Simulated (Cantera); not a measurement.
**C3H8 + H2O + N2 (carbon deposition, reforming and gasification)**

Input: 1 mol C3H8, a varied amount of H2O, 3.7 mol N2, held at 2225 °C and 47.0 bar.

Cantera equilibrium calculation (NASA polynomials, part measured and part estimated; ideal gas, pure solids and liquids). Candidate condensed phases: C, C6H6, C7H8, C8H18, H2O; 136 gas species. The ideal-gas law is rough above about 30 bar. Equilibrium is a limit: real reactors are often held back by kinetics, nucleation or transport.

From 0.079 mol H2O to 2.1 mol H2O the condensed part is C(graphite). At 2.8 mol H2O nothing is condensed. The main C-bearing gas is HCN at 0.079 mol H2O and CO at 2.8 mol H2O. The share of C in condensed phases is highest at 0.079 mol H2O (84.3 %) and lowest at 2.8 mol H2O (0.0 %).

```csv
n(H2O) (mol),x H2,x N2,x CO,x HCN,n C(graphite)
0.079,0.490,0.453,0.0101,0.0332,2.53
0.11,0.490,0.449,0.0139,0.0331,2.50
0.14,0.490,0.446,0.0175,0.0329,2.46
0.19,0.490,0.440,0.0235,0.0327,2.41
0.26,0.490,0.432,0.0316,0.0324,2.34
0.35,0.490,0.423,0.0417,0.0321,2.24
0.47,0.489,0.411,0.0544,0.0316,2.11
0.63,0.489,0.396,0.0703,0.0310,1.95
0.85,0.489,0.377,0.0904,0.0303,1.71
1.1,0.488,0.357,0.111,0.0295,1.45
1.5,0.488,0.330,0.140,0.0283,1.03
2.1,0.487,0.296,0.176,0.0268,0.394
2.8,0.501,0.272,0.210,0.0112,0
```
x: gas mole fraction; n: condensed amount in mol.
